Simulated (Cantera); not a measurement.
# Thermodynamics of carbon deposition, reforming and gasification, feed C + H2O

Charge: 1 mol C, 0.78 mol H2O, at 4.30 bar.

These are equilibrium values from Cantera (NASA tables, ideal gas, pure condensed phases), not measurements of a reactor. Candidate condensed phases: C, C6H6, C7H8, C8H18, H2O; 110 gas species. Equilibrium is a limit: real reactors are often held back by kinetics, nucleation or transport.

| T (K) | x CO | x H2 | x H2O | x CH4 | x CO2 | x H | n C(graphite) |
|---|---|---|---|---|---|---|---|
| 1350 | 0.495 | 0.490 | 0.00598 | 0.00594 | 0.00308 | 8.04e-7 | 0.225 |
| 1400 | 0.498 | 0.492 | 0.00392 | 0.00450 | 0.00183 | 1.65e-6 | 0.222 |
| 1450 | 0.499 | 0.494 | 0.00264 | 0.00347 | 0.00112 | 3.21e-6 | 0.220 |
| 1500 | 0.499 | 0.495 | 0.00183 | 0.00271 | 0.000712 | 5.97e-6 | 0.220 |
| 1550 | 0.500 | 0.496 | 0.00129 | 0.00215 | 0.000465 | 1.07e-5 | 0.219 |
| 1600 | 0.500 | 0.497 | 0.000934 | 0.00173 | 0.000313 | 1.85e-5 | 0.219 |
| 1650 | 0.500 | 0.498 | 0.000688 | 0.00141 | 0.000215 | 3.09e-5 | 0.219 |
| 1700 | 0.500 | 0.498 | 0.000517 | 0.00117 | 0.000152 | 5.01e-5 | 0.219 |
| 1750 | 0.500 | 0.498 | 0.000394 | 0.000975 | 0.000109 | 7.92e-5 | 0.219 |
| 1800 | 0.500 | 0.498 | 0.000306 | 0.000822 | 8.03e-5 | 0.000122 | 0.219 |
x: gas mole fraction; n: condensed amount in mol.

From 1350 K to 1800 K the condensed part is C(graphite). The main C-bearing gas is CO throughout.
